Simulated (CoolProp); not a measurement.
Model: reference Helmholtz-energy equation of state, Lemmon 2004, in CoolProp. It is a short technical equation, of lower accuracy than the large ones.

Give the vapour pressure (bar), liquid density (kg/m³), vapour density (kg/m³), vapour viscosity (µPa s) of saturated n-dodecane at 368.9, 384.3, 523 K.


```csv
T (K),p (bar),liquid density (kg/m³),vapour density (kg/m³),vapour viscosity (µPa s)
368.9,0.0165,693,0.0921,5.52
384.3,0.0337,681,0.181,5.77
523,2.12,561,9.45,7.94
```

Viscosity comes from a separate model (Huber 2004).
